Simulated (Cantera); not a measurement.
Input (Python, Cantera) and output of one run.

```python
import numpy as np
import cantera as ct

gas_names = """
    B BH BH2 BH3 BO BO2 B2 B2O B2O2 B2O3 B3O3H3 H HBO HBO2 HO2 H2 H2O H2O2 H3B3O6 O OH O2 O3
""".split()
cond_names = """
    B(b) B(L) B2O3(L) B3O3H3(cr) H2O(s) H2O(L)
""".split()


# ... load() reads the species with a 1 bar reference pressure and builds the phases ...
atoms = {
    'B2O3': {'B': 2, 'O': 3},
    'H2O': {'H': 2, 'O': 1},
}
top_T = {}  # K; cautious upper limits of use, not melting points


# ... equilibrate(T, P, feed) seeds the gas with the atoms and calls Mixture.equilibrate('TP', solver="vcs", rtol=1e-11, max_steps=5000) ...
results = []
feed = {'B2O3': 1, 'H2O': 0.7}  # mol
P = 1000  # Pa
for T in [1200, 1275, 1350, 1425, 1500, 1575, 1650, 1725, 1800, 1875]:
    mix = equilibrate(T, P, feed)
    results.append((T, P, feed, dict(zip(mix.species_names, mix.species_moles))))
    x = sorted(zip(gas.X, gas.species_names), reverse=True)
    print(f"T = {T:g} K  P = {P:g} Pa  gas = {mix.phase_moles(0):.4g} mol")
    print("   x: " + "  ".join(f"{s} {v:.3e}" for v, s in x if v > 1e-06))
    print("   condensed (mol): " + ("  ".join(f"{mix.phase(i).name} {mix.phase_moles(i):.4g}"
          for i in range(1, mix.n_phases) if mix.phase_moles(i) > 1e-12) or "none"))
```

Output:

```
T = 1200 K  P = 1000 Pa  gas = 0.7025 mol
   x: H2O 9.905e-01  HBO2 8.277e-03  H3B3O6 1.152e-03  H2 3.211e-05  O2 1.536e-05  OH 2.755e-06
   condensed (mol): B2O3(L) 0.9959
T = 1275 K  P = 1000 Pa  gas = 0.7077 mol
   x: H2O 9.766e-01  HBO2 2.238e-02  H3B3O6 8.642e-04  H2 8.504e-05  O2 4.020e-05  B2O3 9.194e-06  OH 9.082e-06
   condensed (mol): B2O3(L) 0.9912
T = 1350 K  P = 1000 Pa  gas = 0.7191 mol
   x: H2O 9.456e-01  HBO2 5.331e-02  H3B3O6 6.472e-04  H2 2.000e-04  O2 9.314e-05  B2O3 7.030e-05  OH 2.588e-05  BO2 1.827e-06
   condensed (mol): B2O3(L) 0.9801
T = 1425 K  P = 1000 Pa  gas = 0.7423 mol
   x: H2O 8.853e-01  HBO2 1.131e-01  H3B3O6 4.710e-04  B2O3 4.295e-04  H2 4.207e-04  O2 1.920e-04  OH 6.437e-05  BO2 1.022e-05  H 1.399e-06
   condensed (mol): B2O3(L) 0.9572
T = 1500 K  P = 1000 Pa  gas = 0.7862 mol
   x: H2O 7.818e-01  HBO2 2.144e-01  B2O3 2.169e-03  H2 7.909e-04  O2 3.496e-04  H3B3O6 3.201e-04  OH 1.397e-04  BO2 4.732e-05  H 4.950e-06
   condensed (mol): B2O3(L) 0.9136
T = 1575 K  P = 1000 Pa  gas = 0.8647 mol
   x: H2O 6.274e-01  HBO2 3.608e-01  B2O3 9.316e-03  H2 1.316e-03  O2 5.497e-04  OH 2.610e-04  H3B3O6 1.917e-04  BO2 1.844e-04  H 1.508e-05  O 2.510e-06
   condensed (mol): B2O3(L) 0.8356
T = 1650 K  P = 1000 Pa  gas = 1.001 mol
   x: HBO2 5.292e-01  H2O 4.323e-01  B2O3 3.479e-02  H2 1.907e-03  O2 7.081e-04  BO2 6.081e-04  OH 4.063e-04  H3B3O6 9.268e-05  H 3.967e-05  O 6.891e-06  HBO 2.967e-06  BO 1.314e-06
   condensed (mol): B2O3(L) 0.6998
T = 1725 K  P = 1000 Pa  gas = 1.254 mol
   x: HBO2 6.484e-01  H2O 2.312e-01  B2O3 1.151e-01  H2 2.345e-03  BO2 1.669e-03  O2 6.564e-04  OH 4.885e-04  H 8.993e-05  H3B3O6 3.104e-05  O 1.487e-05  HBO 1.207e-05  BO 8.985e-06
   condensed (mol): B2O3(L) 0.4478
T = 1800 K  P = 1000 Pa  gas = 1.704 mol
   x: HBO2 6.149e-01  B2O3 2.775e-01  H2O 1.003e-01  BO2 3.434e-03  H2 2.645e-03  OH 4.611e-04  O2 4.172e-04  H 1.841e-04  BO 5.164e-05  HBO 4.163e-05  O 2.486e-05  H3B3O6 5.601e-06  B2O2 2.491e-06
   condensed (mol): none
T = 1875 K  P = 1000 Pa  gas = 1.707 mol
   x: HBO2 5.974e-01  B2O3 2.841e-01  H2O 1.063e-01  BO2 5.646e-03  H2 4.291e-03  OH 8.296e-04  O2 6.819e-04  H 4.294e-04  BO 1.386e-04  HBO 8.429e-05  O 6.282e-05  B2O2 5.506e-06  H3B3O6 1.240e-06
   condensed (mol): none
```

Equilibrium computed with Cantera from the NASA thermochemical tables; the gas is ideal and each condensed phase is pure. Gases not in the tables: H3BO3.
